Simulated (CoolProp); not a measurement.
Properties of n-hexane along the isotherm 600 K (Tc = 507.8 K, pc = 3.044 MPa, ω = 0.300).

The numbers come from the reference Helmholtz-energy equation of state, Thol 2019 in CoolProp.

```json
[
 {"p (MPa)": "1.9", "phase": "gas", "speed of sound (m/s)": "216.5", "Joule-Thomson coefficient (K/MPa)": "5.371", "isothermal compressibility (1/MPa)": "0.6059", "viscosity (µPa s)": "14.4", "conductivity (mW/(m K))": "49.4"},
 {"p (MPa)": "3.81", "phase": "supercritical", "speed of sound (m/s)": "187.9", "Joule-Thomson coefficient (K/MPa)": "6.126", "isothermal compressibility (1/MPa)": "0.3614", "viscosity (µPa s)": "17.8", "conductivity (mW/(m K))": "53.6"},
 {"p (MPa)": "5.71", "phase": "supercritical", "speed of sound (m/s)": "171.4", "Joule-Thomson coefficient (K/MPa)": "5.920", "isothermal compressibility (1/MPa)": "0.2672", "viscosity (µPa s)": "23.2", "conductivity (mW/(m K))": "62.4"},
 {"p (MPa)": "7.61", "phase": "supercritical", "speed of sound (m/s)": "191.7", "Joule-Thomson coefficient (K/MPa)": "3.838", "isothermal compressibility (1/MPa)": "0.1502", "viscosity (µPa s)": "31.0", "conductivity (mW/(m K))": "71.0"},
 {"p (MPa)": "9.51", "phase": "supercritical", "speed of sound (m/s)": "237.0", "Joule-Thomson coefficient (K/MPa)": "2.183", "isothermal compressibility (1/MPa)": "0.07761", "viscosity (µPa s)": "38.4", "conductivity (mW/(m K))": "75.8"},
 {"p (MPa)": "11.4", "phase": "supercritical", "speed of sound (m/s)": "283.0", "Joule-Thomson coefficient (K/MPa)": "1.356", "isothermal compressibility (1/MPa)": "0.04715", "viscosity (µPa s)": "44.4", "conductivity (mW/(m K))": "78.9"},
 {"p (MPa)": "13.3", "phase": "supercritical", "speed of sound (m/s)": "324.8", "Joule-Thomson coefficient (K/MPa)": "0.9050", "isothermal compressibility (1/MPa)": "0.03253", "viscosity (µPa s)": "49.4", "conductivity (mW/(m K))": "81.4"},
 {"p (MPa)": "15.2", "phase": "supercritical", "speed of sound (m/s)": "362.5", "Joule-Thomson coefficient (K/MPa)": "0.6303", "isothermal compressibility (1/MPa)": "0.02439", "viscosity (µPa s)": "53.7", "conductivity (mW/(m K))": "83.4"},
 {"p (MPa)": "17.1", "phase": "supercritical", "speed of sound (m/s)": "396.6", "Joule-Thomson coefficient (K/MPa)": "0.4471", "isothermal compressibility (1/MPa)": "0.01933", "viscosity (µPa s)": "57.6", "conductivity (mW/(m K))": "85.2"},
 {"p (MPa)": "19", "phase": "supercritical", "speed of sound (m/s)": "427.9", "Joule-Thomson coefficient (K/MPa)": "0.3169", "isothermal compressibility (1/MPa)": "0.01592", "viscosity (µPa s)": "61.2", "conductivity (mW/(m K))": "86.9"},
 {"p (MPa)": "20.9", "phase": "supercritical", "speed of sound (m/s)": "456.9", "Joule-Thomson coefficient (K/MPa)": "0.2199", "isothermal compressibility (1/MPa)": "0.01348", "viscosity (µPa s)": "64.4", "conductivity (mW/(m K))": "88.4"},
 {"p (MPa)": "22.8", "phase": "supercritical", "speed of sound (m/s)": "484.0", "Joule-Thomson coefficient (K/MPa)": "0.1449", "isothermal compressibility (1/MPa)": "0.01166", "viscosity (µPa s)": "67.5", "conductivity (mW/(m K))": "89.8"},
 {"p (MPa)": "24.7", "phase": "supercritical", "speed of sound (m/s)": "509.4", "Joule-Thomson coefficient (K/MPa)": "0.08539", "isothermal compressibility (1/MPa)": "0.01025", "viscosity (µPa s)": "70.4", "conductivity (mW/(m K))": "91.2"},
 {"p (MPa)": "26.6", "phase": "supercritical", "speed of sound (m/s)": "533.5", "Joule-Thomson coefficient (K/MPa)": "0.03704", "isothermal compressibility (1/MPa)": "0.009141", "viscosity (µPa s)": "73.1", "conductivity (mW/(m K))": "92.5"},
 {"p (MPa)": "28.5", "phase": "supercritical", "speed of sound (m/s)": "556.2", "Joule-Thomson coefficient (K/MPa)": "-0.002961", "isothermal compressibility (1/MPa)": "0.008238", "viscosity (µPa s)": "75.8", "conductivity (mW/(m K))": "93.7"},
 {"p (MPa)": "30.4", "phase": "supercritical", "speed of sound (m/s)": "578.0", "Joule-Thomson coefficient (K/MPa)": "-0.03656", "isothermal compressibility (1/MPa)": "0.007493", "viscosity (µPa s)": "78.3", "conductivity (mW/(m K))": "94.9"}
]
```

Viscosity comes from a separate model (Michailidou 2013). Thermal conductivity comes from a separate model (Assael 2013).
